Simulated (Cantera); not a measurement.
An adiabatic, constant-pressure homogeneous reactor starts with CH₄ : O₂ : N₂ = 1 : 1.67 : 6.27 (molar parts), at 1750 K and 750 Torr.

Model: GRI-Mech 3.0 (53 species, 325 reactions), integrated in Cantera.

One state of this run: T (K) = 2844; x CH₄ = <1e-12; x O₂ = 0.0103; x NO = 0.00765; x CH₂O = 1.02e-9; x HCN = 5.37e-9. x: mole fraction; the columns are a selection and need not sum to one.

Task: Which value of t (s) does it belong to?
(A) 0.000984
(B) 0.000366
(C) 0.00265
(D) 5.06e-5

Result: C, 0.00265
